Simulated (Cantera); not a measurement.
A perfectly stirred reactor is fed with 9.44 % CH4, 18.9 % O2, 71.0 % N2, 0.670 % H2, at 1.01 bar; it is adiabatic with a 475 K inlet, and is followed from long to short residence time, starting on the burning branch (τ in s: 0.18, 0.061, 0.021, 0.0075, 0.0026, 0.00092, 0.00032, 0.00011, 3.9e-05, 1.4e-05, 4.8e-06).

Computed with Cantera and GRI-Mech 3.0 (53 species, 325 reactions).

Predict: blow-out, bracketed by the residence times tried; x(CH4) at τ = 0.180 s; x(O2) at τ = 0.180 s; x(CH2) at τ = 0.180 s; x(H2) at τ = 0.180 s; x(CH4) at τ = 0.920 ms; x(O2) at τ = 0.920 ms; x(C2H6) at τ = 0.920 ms; x(CH2) at τ = 0.920 ms; x(H2) at τ = 0.920 ms.


- blow-out, bracketed by the residence times tried: burning at 0.110 ms, out at 39.0 µs
- x(CH4) at τ = 0.180 s: 1.58e-6
- x(O2) at τ = 0.180 s: 0.00546
- x(CH2) at τ = 0.180 s: 7.96e-8
- x(H2) at τ = 0.180 s: 0.00634
- x(CH4) at τ = 0.920 ms: 9.74e-5
- x(O2) at τ = 0.920 ms: 0.0161
- x(C2H6) at τ = 0.920 ms: 1.17e-9
- x(CH2) at τ = 0.920 ms: 3.24e-6
- x(H2) at τ = 0.920 ms: 0.0141
